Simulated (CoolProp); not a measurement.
A Linde-Hampson liquefier for ethane: isothermal reversible compression at 320 K from 1 atm to 20 MPa, throttling to 1 atm, return gas leaving the recuperator 5 K below the feed. Each further row changes one setting.

Model: reference Helmholtz-energy equation of state, Bücker 2006, in CoolProp.

```
case                        liquid yield per pass  compression work (kJ/kg of gas)
--------------------------  ---------------------  -------------------------------
as stated                                   0.458                              366
high pressure 40 MPa                            …                                …
warm-end temperature 350 K                      …                                …
warm-end gap 10 K                               …                              366
```

### Question
What belongs in the gaps?

### Answer

- high pressure 40 MPa, liquid yield per pass: 0.454
- high pressure 40 MPa, compression work (kJ/kg of gas): 414
- warm-end temperature 350 K, liquid yield per pass: 0.373
- warm-end temperature 350 K, compression work (kJ/kg of gas): 429
- warm-end gap 10 K, liquid yield per pass: 0.451
